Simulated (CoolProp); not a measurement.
The fluoroketone C6F12O (FK-5-1-12) along the isobar 0.978 MPa: fugacity coefficient from the reference equation and from simpler models built on Tc = 441.8 K, pc = 1.869 MPa, ω = 0.471; each cubic takes its own stable root.

The numbers come from the reference Helmholtz-energy equation of state, McLinden 2015 in CoolProp.

```csv
T (K),phase,reference,van der Waals,Soave-Redlich-Kwong,Peng-Robinson
220.2,liquid,0.0003555,0.05807,0.0003872,0.0004346
232.9,liquid,0.001038,0.08241,0.001097,0.001196
245.6,liquid,0.002633,0.1126,0.002729,0.002907
258.3,liquid,0.005946,0.1490,0.006086,0.006358
271.1,liquid,0.01223,0.1921,0.01243,0.01278
283.8,liquid,0.02299,0.2412,0.02329,0.02363
296.5,liquid,0.04024,0.2965,0.04072,0.04088
309.2,liquid,0.06617,0.3578,0.06703,0.06673
321.9,liquid,0.1031,0.4246,0.1047,0.1035
334.7,liquid,0.1537,0.4969,0.1564,0.1538
347.4,liquid,0.2190,0.5730,0.2235,0.2189
360.1,liquid,0.3008,0.6526,0.3076,0.3004
372.8,liquid,0.3997,0.7348,0.4092,0.3989
385.6,liquid,0.5164,0.7834,0.5287,0.5149
```

At some of these states van der Waals gives the other phase, because its saturation line lies elsewhere.
